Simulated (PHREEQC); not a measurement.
# Acid mine or pickling water: an equilibrium model

A made-up water analysis in mg/kgw, 25 °C, pH 2.41, pe 12.8: Na 53.8; K 1.72; Ca 55; Mg 6.4; Cl 19.1; S(6) as SO4 622; Zn 0.303; Al 1.06.

Valence states are taken as typed.

Computed with PHREEQC (ion-association model, phreeqc.dat).

Each row changes one thing in this solution. No solid was allowed to form.

```json
[
 {"case": "as made", "ionic strength (mol/kgw)": "0.0163", "SO4-2 (mol/kgw)": "0.00475", "HSO4- (mol/kgw)": "0.00124", "Ca+2 (mol/kgw)": "0.00104", "CaSO4 (mol/kgw)": "0.000326", "Mg+2 (mol/kgw)": "0.000186", "SI of Gypsum (CaSO4:2H2O)": "-1.15", "SI of Gibbsite (Al(OH)3)": "-6.43"},
 {"case": "Ca from 55 to 27.5 mg/kgw", "ionic strength (mol/kgw)": "0.0155", "SO4-2 (mol/kgw)": "0.00487", "HSO4- (mol/kgw)": "___", "Ca+2 (mol/kgw)": "0.000513", "CaSO4 (mol/kgw)": "0.000168", "Mg+2 (mol/kgw)": "0.000183", "SI of Gypsum (CaSO4:2H2O)": "-1.44", "SI of Gibbsite (Al(OH)3)": "-6.44"},
 {"case": "K from 1.72 to 3.44 mg/kgw", "ionic strength (mol/kgw)": "0.0163", "SO4-2 (mol/kgw)": "0.00475", "HSO4- (mol/kgw)": "0.00124", "Ca+2 (mol/kgw)": "0.00104", "CaSO4 (mol/kgw)": "0.000325", "Mg+2 (mol/kgw)": "0.000186", "SI of Gypsum (CaSO4:2H2O)": "-1.16", "SI of Gibbsite (Al(OH)3)": "-6.43"},
 {"case": "all concentrations times 2 at the same typed pH", "ionic strength (mol/kgw)": "0.0295", "SO4-2 (mol/kgw)": "___", "HSO4- (mol/kgw)": "___", "Ca+2 (mol/kgw)": "0.00184", "CaSO4 (mol/kgw)": "0.000875", "Mg+2 (mol/kgw)": "___", "SI of Gypsum (CaSO4:2H2O)": "-0.72", "SI of Gibbsite (Al(OH)3)": "-6.38"}
]
```

Question: Complete the blanks.

Answer: 
- Ca from 55 to 27.5 mg/kgw, HSO4- (mol/kgw): 0.00128
- all concentrations times 2 at the same typed pH, SO4-2 (mol/kgw): 0.00938
- all concentrations times 2 at the same typed pH, HSO4- (mol/kgw): 0.00222
- all concentrations times 2 at the same typed pH, Mg+2 (mol/kgw): 0.000322
